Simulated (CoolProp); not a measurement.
Vapour-liquid equilibrium of CH2F2 (R32) (1) + dimethyl ether (2) at 0.469 bar; x and y are mole fractions of (1).

Computed with CoolProp (multi-fluid Helmholtz-energy mixture model, Tillner-Roth 1997 and Wu 2011; pair parameters Bell 2016).

### Question
Give the bubble temperature and the first vapour's composition at x = 0.25, 0.35, 0.75. Is there an azeotrope?

### Answer
x = 0.25: 222.2 K, y = 0.557; x = 0.35: 219.1 K, y = 0.680; x = 0.75: 210.8 K, y = 0.922. No azeotrope shows between x = 0.05 and 0.95.

The pair parameters rest on a limited set of measurements; away from them the model extrapolates. The gap from Raoult's law changes sign with composition, which may be real or a fault of the pair parameters; it wasn't checked against measurements.
